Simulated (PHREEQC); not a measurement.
Na2CO3 is added in steps, without added water, to 1 kg of water holding 0.0026 mol/kgw AgF and 0.21 mol/kgw KBr, at 25 °C. O2 is buffered at 0.21 atm. No CO2 enters from the air. No solid was allowed to form.

Base run: PHREEQC, ion-association model, wateq4f.dat. Each further column changes one thing. The table gives pH.

| Na2CO3 added (mol) | base | Davies equation for every ion | Debye-Hückel limiting law | metal-ligand complexes left out | all activity coefficients set to 1 |
|---|---|---|---|---|---|
| 0 | 7.22 | 7.25 | 7.19 | 7.19 | 7.35 |
| 1.7e-06 | 8.09 | 8.11 | 8.00 | 8.04 | 8.24 |
| 3.4e-06 | 8.37 | 8.40 | 8.29 | 8.32 | 8.53 |
| 5.95e-06 | 8.61 | 8.63 | 8.51 | 8.56 | 8.77 |
| 7.65e-06 | 8.71 | 8.73 | 8.61 | 8.66 | 8.87 |
| 9.35e-06 | 8.79 | 8.82 | 8.69 | 8.74 | 8.96 |
| 1.105e-05 | 8.86 | 8.88 | 8.76 | 8.81 | 9.03 |
| 1.36e-05 | 8.94 | 8.97 | 8.84 | 8.89 | 9.11 |
| 1.53e-05 | 8.99 | 9.01 | 8.88 | 8.94 | 9.16 |
| 1.7e-05 | 9.03 | 9.05 | 8.92 | 8.98 | 9.20 |

In at least one series the solution becomes supersaturated in solids that the run did not let form, among them Bromyrite.
